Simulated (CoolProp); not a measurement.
Model: reference Helmholtz-energy equation of state, Wagner 2002, in CoolProp.

Task: For water, give the phase and the cp (kJ/(kg K)) at 477.9 K and 0.113 MPa; 802.1 K and 0.0553 MPa.

Result: 
- 477.9 K and 0.113 MPa: gas; cp 1.98
- 802.1 K and 0.0553 MPa: gas; cp 2.15
